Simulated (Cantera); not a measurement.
Input: 1 mol CO2, 0.056 mol H2, at 36.0 Pa.

Equilibrium computed with Cantera from the NASA thermochemical tables; the gas is ideal and each condensed phase is pure. Candidate condensed phases: C, C6H6, C7H8, C8H18, H2O; 131 gas species. Ions and electrons are included (thermal ionisation). Kinetics and transport are ignored. All values below are at 4000 K.

Base state: O 0.474, CO 0.473, H 0.0530, C 0.000380, O2 3.65e-5, CO2 1.08e-5 (mole fractions); condensed: gas only.

What changes in the equilibrium state with this change: H2 from 0.056 to 8.8 mol?


| species | before | after |
|---|---|---|
| H | 0.0530 | 0.897 |
| O | 0.474 | 0.0514 |
| CO | 0.473 | 0.0506 |
| H2 | 3.98e-7 | 0.000114 |
| CO2 | 1.08e-5 | 1.26e-7 |
| O2 | 3.65e-5 | 4.29e-7 |
| OH | 6.33e-6 | 1.16e-5 |
